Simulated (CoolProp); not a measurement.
Octamethylcyclotetrasiloxane (D4) at several states: density (kg/m³) from the reference equation and from simpler models built on Tc = 586.5 K, pc = 1.347 MPa, ω = 0.598; each cubic takes its own stable root.

Model: reference Helmholtz-energy equation of state, Thol 2015, in CoolProp.

```csv
T (K),p (MPa),phase,reference,Redlich-Kwong,Soave-Redlich-Kwong,Peng-Robinson
427.5,0.0365,gas,3.146,3.117,3.136,3.140
313.4,2.08,liquid,936.6,789.4,832.5,934.2
399.7,0.0592,liquid,830.6,5.534,753.6,850.6
508,0.0141,gas,0.9965,0.9955,0.9963,0.9967
```

At some of these states Redlich-Kwong gives the other phase, because its saturation line lies elsewhere.
